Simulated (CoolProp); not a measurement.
A single-stage vapour-compression cycle with ethane: evaporating at 223.15 K (dew point), condensing at 281.15 K (bubble point), superheat 0 K, subcooling 2 K, compressor efficiency 0.7, no pressure losses. Each further row changes one setting.

The numbers come from the reference Helmholtz-energy equation of state, Bücker 2006 in CoolProp.

| case | cooling COP | pressure ratio | discharge temperature (K) | refrigerating effect (kJ/kg) | volumetric capacity (kJ/m³) |
|---|---|---|---|---|---|
| as stated | 1.79 | 5.22 | 329.1 | 259 | 2600 |
| evaporating temperature 228.15 K | 2.06 | 4.38 | [?] | [?] | 3130 |
| condensing temperature 276.15 K | 2.07 | 4.65 | 321.1 | 277 | 2780 |
| subcooling 7 K | 1.92 | 5.22 | 329.1 | 277 | [?] |
| superheat 10 K | 1.79 | 5.22 | [?] | 276 | [?] |
| compressor efficiency 0.6 | 1.53 | 5.22 | 339.6 | 259 | 2600 |

Q: Some entries are withheld; supply them.

A: 
- evaporating temperature 228.15 K, discharge temperature (K): 323.6
- evaporating temperature 228.15 K, refrigerating effect (kJ/kg): 263
- subcooling 7 K, volumetric capacity (kJ/m³): 2790
- superheat 10 K, discharge temperature (K): 340.8
- superheat 10 K, volumetric capacity (kJ/m³): 2610
